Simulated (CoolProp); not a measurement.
A single-stage vapour-compression cycle with R152A: evaporating at 222.15 K (dew point), condensing at 287.15 K (bubble point), superheat 2 K, subcooling 0 K, compressor efficiency 0.9, no pressure losses. Each further row changes one setting.

Computed with CoolProp (reference Helmholtz-energy equation of state, Outcalt 1996). It is a modified Benedict-Webb-Rubin equation, recast in Helmholtz form.

```csv
case,cooling COP,pressure ratio,discharge temperature (K),refrigerating effect (kJ/kg),volumetric capacity (kJ/m³)
as stated,[?],16.4,337.1,247,231
evaporating temperature 227.15 K,2.70,12.4,[?],251,305
condensing temperature 282.15 K,2.65,[?],329.9,256,239
subcooling 5 K,[?],16.4,337.1,256,239
superheat 12 K,2.37,16.4,348.3,256,228
compressor efficiency 0.8,2.12,16.4,347.9,247,231
```

Task: Fill in the missing entries.

Result: 
- as stated, cooling COP: 2.39
- evaporating temperature 227.15 K, discharge temperature (K): 331.3
- condensing temperature 282.15 K, pressure ratio: 13.9
- subcooling 5 K, cooling COP: 2.47
